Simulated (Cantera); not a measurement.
Input (Python, Cantera) and output of one run.

```python
import numpy as np
import cantera as ct

gas_names = """
    CL CL2 H HCL H2 Si SiCL SiCL2 SiCL3 SiCL4 SiH SiHCL3 SiH2 SiH2CL2 SiH3 SiH3CL SiH4 Si2 Si3
""".split()
cond_names = """
    Si(cr) Si(L)
""".split()


# ... load() reads the species with a 1 bar reference pressure and builds the phases ...
atoms = {
    'Si': {'Si': 1},
    'Cl2': {'CL': 2},
    'H2': {'H': 2},
}
top_T = {}  # K; cautious upper limits of use, not melting points


# ... equilibrate(T, P, feed) seeds the gas with the atoms and calls Mixture.equilibrate('TP', solver="vcs", rtol=1e-11, max_steps=5000) ...
results = []
P = 13332.2  # Pa
for T in [500, 600, 700, 800, 900, 1000, 1100, 1200, 1300, 1400, 1500, 1600, 1700]:
    for m in [0.5, 0.64, 0.81, 1, 1.3, 1.7, 2.1]:
        feed = {'Si': 1, 'Cl2': m, 'H2': 0.35}  # mol
        mix = equilibrate(T, P, feed)
        results.append((T, P, feed, dict(zip(mix.species_names, mix.species_moles))))

for T, P, feed, n in results:
    print(f"{T:7g} {feed['Cl2']:10.4g}  " + (" + ".join(c for c in cond_names if n.get(c, 0) > 1e-12) or "gas only"))
```

It prints:

```
    500        0.5  Si(cr)
    500       0.64  Si(cr)
    500       0.81  Si(cr)
    500          1  Si(cr)
    500        1.3  Si(cr)
    500        1.7  Si(cr)
    500        2.1  gas only
    600        0.5  Si(cr)
    600       0.64  Si(cr)
    600       0.81  Si(cr)
    600          1  Si(cr)
    600        1.3  Si(cr)
    600        1.7  Si(cr)
    600        2.1  gas only
    700        0.5  Si(cr)
    700       0.64  Si(cr)
    700       0.81  Si(cr)
    700          1  Si(cr)
    700        1.3  Si(cr)
    700        1.7  Si(cr)
    700        2.1  gas only
    800        0.5  Si(cr)
    800       0.64  Si(cr)
    800       0.81  Si(cr)
    800          1  Si(cr)
    800        1.3  Si(cr)
    800        1.7  Si(cr)
    800        2.1  gas only
    900        0.5  Si(cr)
    900       0.64  Si(cr)
    900       0.81  Si(cr)
    900          1  Si(cr)
    900        1.3  Si(cr)
    900        1.7  Si(cr)
    900        2.1  gas only
   1000        0.5  Si(cr)
   1000       0.64  Si(cr)
   1000       0.81  Si(cr)
   1000          1  Si(cr)
   1000        1.3  Si(cr)
   1000        1.7  Si(cr)
   1000        2.1  gas only
   1100        0.5  Si(cr)
   1100       0.64  Si(cr)
   1100       0.81  Si(cr)
   1100          1  Si(cr)
   1100        1.3  Si(cr)
   1100        1.7  Si(cr)
   1100        2.1  gas only
   1200        0.5  Si(cr)
   1200       0.64  Si(cr)
   1200       0.81  Si(cr)
   1200          1  Si(cr)
   1200        1.3  Si(cr)
   1200        1.7  Si(cr)
   1200        2.1  gas only
   1300        0.5  Si(cr)
   1300       0.64  Si(cr)
   1300       0.81  Si(cr)
   1300          1  Si(cr)
   1300        1.3  Si(cr)
   1300        1.7  Si(cr)
   1300        2.1  gas only
   1400        0.5  Si(cr)
   1400       0.64  Si(cr)
   1400       0.81  Si(cr)
   1400          1  Si(cr)
   1400        1.3  Si(cr)
   1400        1.7  gas only
   1400        2.1  gas only
   1500        0.5  Si(cr)
   1500       0.64  Si(cr)
   1500       0.81  Si(cr)
   1500          1  Si(cr)
   1500        1.3  Si(cr)
   1500        1.7  gas only
   1500        2.1  gas only
   1600        0.5  Si(cr)
   1600       0.64  Si(cr)
   1600       0.81  Si(cr)
   1600          1  Si(cr)
   1600        1.3  gas only
   1600        1.7  gas only
   1600        2.1  gas only
   1700        0.5  Si(L)
   1700       0.64  Si(L)
   1700       0.81  Si(L)
   1700          1  Si(L)
   1700        1.3  gas only
   1700        1.7  gas only
   1700        2.1  gas only
```

Equilibrium computed with Cantera from the NASA thermochemical tables; the gas is ideal and each condensed phase is pure. The tables' values for SiCl3 are old estimates.
